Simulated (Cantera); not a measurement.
Charge: 1 mol MgCO3, 2.6 mol CO2, 2.1 mol H2O, at 81.0 Pa.

Cantera equilibrium calculation (NASA polynomials, part measured and part estimated; ideal gas, pure solids and liquids). Candidate condensed phases: C, C6H6, C7H8, C8H18, H2O, Mg, MgCO3, MgO, Mg(OH)2; 116 gas species. Equilibrium is a limit: real reactors are often held back by kinetics, nucleation or transport. All values below are at 2073 K.

Base state: CO2 0.431, H2O 0.294, CO 0.135, O2 0.0711, OH 0.0224, H2 0.0190, H 0.0127, O 0.0108 (mole fractions); condensed: MgO(s).

Task: What changes in the equilibrium state with this change: H2O from 2.1 to 0.062 mol?

Result: 
```csv
species,before,after
CO2,0.431,0.685
CO,0.135,0.191
O2,0.0711,0.0905
H2O,0.294,0.0110
H2,0.0190,0.000630
H,0.0127,0.00232
OH,0.0224,0.00460
O,0.0108,0.0121
Mg,0.00332,0.00294
Mg(OH)2,2.03e-5,7.58e-7
MgOH,0.000114,2.07e-5
MgO,0.000102,0.000102
"MgO(s), mol",0.977,0.987
```
